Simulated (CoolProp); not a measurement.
Oxygen along the isobar 0.933 MPa: density (kg/m³) from the reference equation and from simpler models built on Tc = 154.6 K, pc = 5.046 MPa, ω = 0.022; each cubic takes its own stable root.

The numbers come from the reference Helmholtz-energy equation of state, Schmidt 1985 in CoolProp.

```tsv
T (K)	phase	reference
98.6	liquid	1100
106.5	liquid	1057
114.4	liquid	1010
122.3	gas	34.09
130.1	gas	31.10
138	gas	28.68
145.9	gas	26.68
153.8	gas	24.98
161.7	gas	23.52
169.6	gas	22.24
177.5	gas	21.11
185.4	gas	20.09
193.3	gas	19.18
201.2	gas	18.35
```

Problem. How far does each simpler model (van der Waals, Soave-Redlich-Kwong, Peng-Robinson) lie from the reference over these 14 states: mean and median of the absolute difference, and the worst?

Solution. 
- van der Waals: mean 12.2 %, median 0.9 %, worst -96.4 % at 114.4 K and 0.933 MPa
- Soave-Redlich-Kwong: mean 0.4 %, median 0.1 %, worst -2.2 % at 114.4 K and 0.933 MPa
- Peng-Robinson: mean 3.1 %, median 0.8 %, worst +12.5 % at 98.6 K and 0.933 MPa

At some of these states van der Waals gives the other phase, because its saturation line lies elsewhere.
